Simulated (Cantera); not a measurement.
Charge: 1 mol CuO, a varied amount of CH4, 3.3 mol H2, held at 2125 K and 10.0 mbar.

Method: chemical equilibrium by Gibbs-energy minimisation in Cantera with the NASA 1993 tables (ideal gas, pure condensed phases). Candidate condensed phases: C, C6H6, C7H8, C8H18, Cu, CuO, Cu(OH)2, Cu2O, H2O; 113 gas species. Kinetics and transport are ignored.

Which condensed phases are stable at each of these points (n(CH4) (mol)): 0.4, 0.5, 0.63, 0.79, 0.99, 1.2, 1.6, 2, 2.5, 3.1, 3.9, 4.8?


```csv
n(CH4) (mol),condensed phases,Cu condensed (%)
0.4,gas only,0.0
0.5,gas only,0.0
0.63,gas only,0.0
0.79,gas only,0.0
0.99,gas only,0.0
1.2,C(graphite),0.0
1.6,C(graphite),0.0
2,C(graphite),0.0
2.5,C(graphite),0.0
3.1,C(graphite),0.0
3.9,C(graphite),0.0
4.8,C(graphite),0.0
```

From 0.4 mol CH4 to 0.99 mol CH4 nothing is condensed. From 1.2 mol CH4 to 4.8 mol CH4 the condensed part is C(graphite).
